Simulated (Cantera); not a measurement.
# Dilute partial oxidation

A perfectly stirred reactor is fed with CH3OH : O2 : N2 : H2 = 0.0027 : 0.055 : 1 : 0.066 (molar parts), equivalence ratio 0.67, at 5.90 bar; it is held at 1475 K, and followed from long to short residence time.

Cantera simulation using GRI-Mech 3.0 (53 species, 325 reactions); the numbers are that mechanism's predictions, not measurements. GRI-Mech 3.0 was tuned for natural gas; its chemistry of methanol as a main component is partial and can be far from experiment. The temperature is held fixed by assumption; the heat of reaction is taken as removed at once.

| τ (s) | x CH3OH | x O2 | x CH2 | x OH | x C2H | x CH2O | x C2H4 |
|---|---|---|---|---|---|---|---|
| 1.1 | 6.95e-8 | 0.0164 | <1e-12 | 5.26e-5 | <1e-12 | 3.96e-8 | <1e-12 |
| 0.35 | 1.54e-7 | 0.0164 | 1.24e-12 | 7.31e-5 | <1e-12 | 8.88e-8 | <1e-12 |
| 0.12 | 3.20e-7 | 0.0164 | 2.93e-12 | 0.000100 | <1e-12 | 1.86e-7 | <1e-12 |
| 0.039 | 6.70e-7 | 0.0165 | 8.96e-12 | 0.000140 | <1e-12 | 3.97e-7 | <1e-12 |
| 0.013 | 1.32e-6 | 0.0165 | 3.71e-11 | 0.000197 | <1e-12 | 8.05e-7 | <1e-12 |
| 0.0042 | 2.52e-6 | 0.0166 | 2.07e-10 | 0.000283 | <1e-12 | 1.59e-6 | <1e-12 |
| 0.0014 | 4.37e-6 | 0.0168 | 1.19e-9 | 0.000410 | <1e-12 | 2.87e-6 | <1e-12 |
| 0.00046 | 7.15e-6 | 0.0173 | 6.55e-9 | 0.000603 | <1e-12 | 4.85e-6 | 6.30e-12 |
x: mole fraction; the columns are a selection and need not sum to one.
